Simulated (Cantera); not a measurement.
What does this Cantera script print?

```python
import numpy as np
import cantera as ct

gas = ct.Solution("gri30.yaml")


def delay(T, t_max=10):
    gas.TPX = T, 500000, {'CO': 1, 'H2': 0.98, 'CH4': 0.6, 'O2': 4.47, 'N2': 16.8}
    reactor = ct.IdealGasConstPressureReactor(gas, clone=False)
    net = ct.ReactorNet([reactor])
    net.rtol, net.atol = 1e-8, 1e-16
    while net.time < t_max:
        t_old, T_old = net.time, reactor.T
        net.step()
        if reactor.T > T + 400:  # ignition: a rise of 400 K
            return t_old + (T + 400 - T_old) / (reactor.T - T_old) * (net.time - t_old)
    return np.nan


taus = []
for T in [1200, 1275, 1350, 1425, 1500, 1575, 1650]:
    taus.append(delay(T))
    print(f"T0 = {T:6g} K   tau = {taus[-1]:.4e} s")
```

Result:

```
T0 =   1200 K   tau = 1.4287e-04 s
T0 =   1275 K   tau = 6.4184e-05 s
T0 =   1350 K   tau = 3.4473e-05 s
T0 =   1425 K   tau = 2.0933e-05 s
T0 =   1500 K   tau = 1.3952e-05 s
T0 =   1575 K   tau = 9.9865e-06 s
T0 =   1650 K   tau = 7.5581e-06 s
```

Cantera simulation using GRI-Mech 3.0 (53 species, 325 reactions); the numbers are that mechanism's predictions, not measurements.
